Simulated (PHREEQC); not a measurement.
**Metal-bearing waste water: an equilibrium model**

Consider water at 75 °C with 0.055 mol CuSO4, 8.2e-05 mol NaH2PO4 and 0.0064 mol Na2SO4 per kg of water. Closed to the air; pH follows from the charge balance.

Equilibrium calculation in PHREEQC: ion-association model, wateq4f.dat.

No solid was allowed to form.

Q: Predict the pH, ionic strength.

A: pH 4.18; ionic strength 0.131 mol/kgw.

Q: In which forms is P present?

A: H2PO4- 99 %, H3PO4 1.2 % of the P.

Saturation is exceeded, for instance for Tenorite (slow to form); the values hold only as long as no solid forms. H3PO4, which wateq4f.dat lacks, is added to it with the constant of phreeqc.dat. Constants without temperature data keep their 25 °C values here. The database has no phosphate complexes of Cu.
